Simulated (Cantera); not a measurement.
A Cantera script and its output.

```python
import numpy as np
import cantera as ct

gas = ct.Solution("h2o2.yaml")
gas.TPX = 650, 290000, {'H2': 1, 'O2': 0.333, 'N2': 0.867}
flame = ct.FreeFlame(gas, width=0.019)
flame.set_refine_criteria(ratio=3, slope=0.08, curve=0.16)
flame.transport_model = "unity-Lewis-number"
flame.solve(loglevel=0, auto=True)
z, T = flame.grid, flame.T
thick = (T[-1] - T[0]) / np.gradient(T, z).max()
show = ['H2', 'O2', 'H2O', 'O', 'OH', 'H2O2']
print(f"laminar burning velocity  {flame.velocity[0] * 100:.3f} cm/s")
print(f"burnt temperature         {T[-1]:.1f} K")
print(f"thermal thickness         {thick * 1e3:.4f} mm")
print(f"grid points               {len(z)}")
z0 = z[flame.heat_release_rate.argmax()]
print(f"{'z/mm':>9s}{'T/K':>9s}{'u/(m/s)':>9s}" + "".join(f"{s:>11s}" for s in show))
rows = []
for k in (-3, -2, -1.5, -1, -0.5, -0.25, 0, 0.25, 0.5, 1, 2, 4, 8):
    zz = z0 + k * thick
    rows.append([k * thick, np.interp(zz, z, T), np.interp(zz, z, flame.velocity),
                 *(np.interp(zz, z, flame.X[gas.species_index(s)]) for s in show)])
    print(f"{rows[-1][0] * 1e3:9.3f}{rows[-1][1]:9.1f}{rows[-1][2]:9.3f}" + "".join(f"{x:11.3e}" for x in rows[-1][3:]))
```

Result:

```
laminar burning velocity  911.544 cm/s
burnt temperature         2720.7 K
thermal thickness         0.0937 mm
grid points               124
     z/mm      T/K  u/(m/s)         H2         O2        H2O          O         OH       H2O2
   -0.281    650.0    9.115  4.545e-01  1.514e-01  3.814e-08  6.542e-13  3.061e-14  5.907e-11
   -0.187    650.0    9.116  4.545e-01  1.514e-01  8.494e-07  7.609e-11  3.564e-12  1.314e-09
   -0.141    650.1    9.116  4.545e-01  1.514e-01  7.043e-06  1.612e-09  7.586e-11  1.089e-08
   -0.094    651.0    9.128  4.544e-01  1.513e-01  1.205e-04  9.503e-08  5.053e-09  1.844e-07
   -0.047    696.3    9.735  4.498e-01  1.485e-01  5.873e-03  2.147e-05  2.547e-05  6.345e-06
   -0.023    965.1   13.266  4.135e-01  1.300e-01  4.652e-02  5.472e-04  7.766e-04  1.479e-05
    0.000   1459.5   19.444  2.864e-01  7.292e-02  1.629e-01  4.677e-03  4.871e-03  6.132e-06
    0.023   1787.4   23.288  1.800e-01  2.484e-02  2.555e-01  8.066e-03  1.244e-02  2.613e-06
    0.047   1953.4   25.124  1.560e-01  1.066e-02  2.838e-01  8.234e-03  1.667e-02  1.635e-06
    0.094   2131.4   27.011  1.564e-01  5.751e-03  2.981e-01  6.692e-03  1.867e-02  9.227e-07
    0.187   2309.4   28.829  1.623e-01  3.708e-03  3.099e-01  4.505e-03  1.822e-02  5.521e-07
    0.375   2468.6   30.398  1.671e-01  2.165e-03  3.218e-01  2.632e-03  1.595e-02  3.676e-07
    0.749   2593.0   31.590  1.705e-01  1.136e-03  3.321e-01  1.380e-03  1.271e-02  2.536e-07
```

Cantera simulation using the H2/O2 subset of GRI-Mech 3.0, which has no nitrogen chemistry; the numbers are that mechanism's predictions, not measurements. The hydrogen kinetics of GRI-Mech 3.0 are dated; newer H2 mechanisms differ, most at raised pressure. Unity Lewis numbers drop preferential diffusion, which matters most where H2 and H carry the flame. Burning velocities carry a grid error of a few per cent, more on coarse grids.
